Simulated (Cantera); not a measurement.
A Cantera script and its output.

```python
import numpy as np
import cantera as ct

gas = ct.Solution("gri30.yaml")


def delay(T, t_max=10):
    gas.TPX = T, 1200000, {'CH4': 1, 'CO': 1.4, 'O2': 2.7, 'N2': 10.2}
    reactor = ct.IdealGasConstPressureReactor(gas, clone=False)
    net = ct.ReactorNet([reactor])
    net.rtol, net.atol = 1e-8, 1e-16
    while net.time < t_max:
        t_old, T_old = net.time, reactor.T
        net.step()
        if reactor.T > T + 400:  # ignition: a rise of 400 K
            return t_old + (T + 400 - T_old) / (reactor.T - T_old) * (net.time - t_old)
    return np.nan


taus = []
for T in [1250, 1350, 1450, 1550, 1650, 1750, 1850, 1950, 2050, 2150]:
    taus.append(delay(T))
    print(f"T0 = {T:6g} K   tau = {taus[-1]:.4e} s")
```

Output:

```
T0 =   1250 K   tau = 3.6644e-03 s
T0 =   1350 K   tau = 9.9610e-04 s
T0 =   1450 K   tau = 3.1270e-04 s
T0 =   1550 K   tau = 1.1147e-04 s
T0 =   1650 K   tau = 4.4859e-05 s
T0 =   1750 K   tau = 2.0268e-05 s
T0 =   1850 K   tau = 1.0173e-05 s
T0 =   1950 K   tau = 5.5938e-06 s
T0 =   2050 K   tau = 3.3221e-06 s
T0 =   2150 K   tau = 2.1048e-06 s
```

Cantera simulation using GRI-Mech 3.0 (53 species, 325 reactions); the numbers are that mechanism's predictions, not measurements. The pressure lies above the range GRI-Mech 3.0 was tuned for (to about 10 atm).
